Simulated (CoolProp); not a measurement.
Vapour-liquid equilibrium of m-xylene (1) + n-decane (2) at 197.45 °C; x and y are mole fractions of (1).

The numbers come from the multi-fluid Helmholtz-energy mixture model, Zhou 2012 and Lemmon 2006; pair parameters Bell 2016 in CoolProp.

Q: Give the bubble pressure and the first vapour's composition at x = 0.15, 0.25, 0.75. Is there an azeotrope?

A: x = 0.15: 0.2098 MPa, y = 0.268; x = 0.25: 0.2309 MPa, y = 0.405; x = 0.75: 0.3352 MPa, y = 0.855. No azeotrope shows between x = 0.05 and 0.95.

The pair parameters rest on a limited set of measurements; away from them the model extrapolates.
